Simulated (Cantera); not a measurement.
Input: 1 mol C, 1.1 mol CO2, 26 mol N2, 0.48 mol NH3, at 1827 °C and 47.0 Pa.

Equilibrium computed with Cantera from the NASA thermochemical tables; the gas is ideal and each condensed phase is pure. Candidate condensed phases: C, C6H6, C7H8, C8H18, H2O; 136 gas species. Equilibrium is a limit: real reactors are often held back by kinetics, nucleation or transport.

Q: What is the equilibrium state?

A: 
```json
{
  "x(N2)": "0.895",
  "x(CO)": "0.0702",
  "x(H)": "0.0172",
  "x(H2)": "0.0144",
  "x(H2O)": "0.00148",
  "x(CO2)": "0.00146",
  "x(OH)": "0.000211",
  "x(O)": "0.000180",
  "x(NO)": "6.51e-5",
  "gas_amount": "29.32 mol",
  "log10 activity of C(graphite) (absent)": "-7.59"
}
```
